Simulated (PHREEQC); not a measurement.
Make-up at 20 °C: 0.24 mol/kgw TMAH and 0.00011 mol/kgw Na2CO3. Closed to the air; pH follows from the charge balance.

All values are PHREEQC results (ion-association model, phreeqc.dat), not measurements.

This is a speciation only: nothing precipitates in the calculation.

Estimate the pH, activity of water.

pH 13.39; activity of water 0.992.

(CH3)4N+ isn't in the database: it is added as a free cation with an ion size of 4 Å.
